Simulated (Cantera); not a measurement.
Input (Python, Cantera):

```python
import numpy as np
import cantera as ct

gas = ct.Solution("gri30.yaml")
gas.TPX = 1175, 58000, {'CH4': 1, 'CO': 1.2, 'O2': 2.36, 'N2': 8.89}
reactor = ct.IdealGasConstPressureReactor(gas, energy="on", clone=False)
net = ct.ReactorNet([reactor])
net.rtol, net.atol = 1e-08, 1e-16
show = ['CH4', 'CO', 'O2', 'C2H', 'O', 'H']
times = np.geomspace(8e-06, 0.5, 15)

steps = ct.SolutionArray(gas, extra=["t"])
rows = []
print(f"{'t/s':>10s}{'T/K':>9s}{'P/Pa':>11s}" + "".join(f"{s:>11s}" for s in show))
for t in times:
    while net.time < t:
        t_next = net.step()
        steps.append(gas.state, t=t_next)
    rows.append([np.interp(t, steps.t, y) for y in (steps.T, steps.P, *steps(*show).X.T)])
    print(f"{t:10.3e}{rows[-1][0]:9.1f}{rows[-1][1]:11.4g}" + "".join(f"{x:11.3e}" for x in rows[-1][2:]))
rate = np.gradient(steps.T, steps.t)
print("integrator steps:", len(steps.t))
if steps.T.max() > steps.T[0] + 200:
    print(f"time of steepest temperature rise: {steps.t[rate.argmax()]:.4e} s")
gas.TPX = 1175, 58000, {'CH4': 1, 'CO': 1.2, 'O2': 2.36, 'N2': 8.89}
gas.equilibrate("HP")
print(f"equilibrium (HP): T = {gas.T:.1f} K  " + "  ".join(f"{s} {gas[s].X[0]:.3e}" for s in show))
```

Result:

```
       t/s      T/K       P/Pa        CH4         CO         O2        C2H          O          H
 8.000e-06   1175.0    5.8e+04  7.435e-02  8.922e-02  1.755e-01  1.302e-32  6.601e-10  8.260e-11
 1.761e-05   1175.0    5.8e+04  7.435e-02  8.922e-02  1.755e-01  8.952e-32  6.933e-10  1.072e-10
 3.875e-05   1175.0    5.8e+04  7.435e-02  8.922e-02  1.755e-01  5.407e-31  7.014e-10  1.185e-10
 8.527e-05   1175.0    5.8e+04  7.435e-02  8.922e-02  1.755e-01  3.431e-30  7.166e-10  1.406e-10
 1.876e-04   1175.0    5.8e+04  7.435e-02  8.922e-02  1.755e-01  3.009e-29  7.506e-10  1.881e-10
 4.130e-04   1175.0    5.8e+04  7.435e-02  8.922e-02  1.755e-01  5.634e-28  8.284e-10  2.893e-10
 9.088e-04   1175.0    5.8e+04  7.435e-02  8.922e-02  1.755e-01  2.229e-26  1.013e-09  5.132e-10
 2.000e-03   1175.0    5.8e+04  7.435e-02  8.922e-02  1.755e-01  1.508e-24  1.466e-09  1.055e-09
 4.401e-03   1175.1    5.8e+04  7.434e-02  8.922e-02  1.755e-01  1.211e-22  2.390e-09  2.228e-09
 9.686e-03   1175.3    5.8e+04  7.430e-02  8.921e-02  1.754e-01  4.397e-21  3.183e-09  3.426e-09
 2.132e-02   1175.9    5.8e+04  7.420e-02  8.919e-02  1.754e-01  7.487e-20  3.882e-09  4.857e-09
 4.691e-02   1178.1    5.8e+04  7.388e-02  8.915e-02  1.751e-01  1.682e-18  5.918e-09  9.478e-09
 1.032e-01   1190.7    5.8e+04  7.224e-02  8.906e-02  1.738e-01  2.246e-16  1.899e-08  4.357e-08
 2.272e-01   2605.6    5.8e+04  7.372e-16  6.606e-02  1.482e-02  4.722e-20  3.839e-03  5.968e-03
 5.000e-01   2605.6    5.8e+04  7.372e-16  6.606e-02  1.482e-02  4.722e-20  3.839e-03  5.968e-03
integrator steps: 2385
time of steepest temperature rise: 1.4713e-01 s
equilibrium (HP): T = 2605.6 K  CH4 9.714e-16  CO 6.606e-02  O2 1.482e-02  C2H 5.016e-20  O 3.839e-03  H 5.968e-03
```

Model: GRI-Mech 3.0 (53 species, 325 reactions), integrated in Cantera.
